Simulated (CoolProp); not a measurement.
R124 along the isobar 1.52 MPa: Z from the reference equation and from simpler models built on Tc = 395.4 K, pc = 3.624 MPa, ω = 0.288; each cubic takes its own stable root.

Computed with CoolProp (reference Helmholtz-energy equation of state, de Vries 1995).

```
T (K)   phase  reference
-----  ------  ---------
255.5  liquid    0.06533
282.3  liquid    0.06253
309.2  liquid    0.06102
336    liquid    0.06115
362.8     gas     0.7598
389.6     gas     0.8267
416.4     gas     0.8686
443.2     gas     0.8975
470       gas     0.9186
```

How far does each simpler model (Redlich-Kwong, Soave-Redlich-Kwong) lie from the reference over these 9 states: mean and median of the absolute difference, and the worst?


- Redlich-Kwong: mean 7.7 %, median 3.1 %, worst +20.2 % at 336 K and 1.52 MPa
- Soave-Redlich-Kwong: mean 5.0 %, median 1.4 %, worst +13.2 % at 336 K and 1.52 MPa
